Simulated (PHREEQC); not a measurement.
PHREEQC input (ion-association model, wateq4f.dat):

```
SOLUTION_MASTER_SPECIES
  An  An-  0  An  62.0  # stands for a non-complexing anion
SOLUTION_SPECIES
  An- = An-
    -log_k 0
    -gamma 3.0 0
PHASES
  Fix_H+
    H+ = H+
    -log_k 0
SOLUTION 1
  temp 25
  units mmol/kgw
  pH 7 charge
  S(6) 0.6
  Zn 0.6095
  Cl 0.019
  Na 300
  An 300
END
SELECTED_OUTPUT 1
  -reset false
  -pH true
  -pe true
  -ionic_strength true
  -water true
  -totals Cl Na S Zn S(-2) S(6)
  -molalities Hfo_wOH Hfo_wOH2+ Hfo_wO- Hfo_sOH Hfo_sOH2+ Hfo_sO- Hfo_sOZn+ Hfo_wOZn+ Hfo_wSO4- Hfo_wOHSO4-2
  -saturation_indices Zn(OH)2-a Zn4(OH)6SO4 Zn5(OH)8Cl2 Halite Mirabilite Goslarite
USER_PUNCH 1
  -headings sigma psi
  10 PUNCH EDL("sigma", "Hfo"), EDL("psi", "Hfo")
PRINT
  -reset false
USE solution 1
SURFACE 1
  Hfo_wOH 0.000741573 600 0.33
  Hfo_sOH 1.85393e-05
EQUILIBRIUM_PHASES 1
  Fix_H+ -3 HAn 10
    -force_equality true
  O2(g) -0.68 10
END
# ... the last block is repeated for the other 16 points of pH, with NaOH or the acid as the point needs
```

Selected output (columns that matter, 10 of 17 rows; pH added in front):

```
pH	mu	Na	S	Zn	m_Hfo_wOH	m_Hfo_wOH2+	si_Zn(OH)2-a	si_Zn4(OH)6SO4	si_Zn5(OH)8Cl2	si_Halite	si_Mirabilite	si_Goslarite	sigma	psi
3	0.30348	0.3	0.00041851	0.0006095	1.0757e-06	0.00055901	-10.215	-29.584	-43.093	-7.1342	-4.3906	-5.9605	0.19267	0.093127
4	0.30233	0.3	0.00042195	0.00060933	1.0267e-05	0.00055325	-8.2145	-23.569	-35.091	-7.1339	-4.3766	-5.9464	0.18866	0.092197
5	0.30218	0.3	0.0004511	0.00060107	7.8058e-05	0.00051387	-6.2205	-17.563	-27.121	-7.1339	-4.3465	-5.9224	0.16957	0.087052
5.5	0.30213	0.3	0.00048409	0.00058954	0.00016984	0.00045034	-5.2291	-14.566	-23.164	-7.1339	-4.3157	-5.9001	0.1488	0.080837
6.5	0.30174	0.3	0.00055266	0.00046572	0.00037269	0.00017838	-3.3322	-8.9203	-15.679	-7.1338	-4.2573	-5.9449	0.10668	0.065663
7.5	0.30153	0.30048	0.00057318	0.00022979	0.00022922	1.058e-05	-1.6457	-4.1572	-9.2465	-7.133	-4.239	-6.2414	0.10892	0.066596
8.5	0.30147	0.30078	0.00059486	0.00015035	5.4692e-05	2.8452e-07	0.011	0.4862	-2.963	-7.1326	-4.2215	-6.5681	0.10153	0.063522
9	0.30145	0.30098	0.00059876	0.00016547	3.1623e-05	8.0913e-08	0.5419	1.6131	-1.3083	-7.1323	-4.2178	-7.034	0.077241	0.052175
10	0.30163	0.30135	0.00059997	0.00023285	2.3708e-05	3.5802e-08	0.8212	0.7309	-1.912	-7.1317	-4.216	-8.754	0.0082563	0.0065661
11	0.30313	0.30293	0.00059999	0.00031139	2.3583e-05	2.9065e-08	0.8042	-1.3383	-3.9974	-7.1298	-4.2132	-10.772	-0.068351	-0.04737
```

Along this series the solution becomes supersaturated in solids that the run did not let form, among them Zn(OH)2-a, Zn4(OH)6SO4. The oxide is taken as insoluble; below pH 4 it would dissolve.
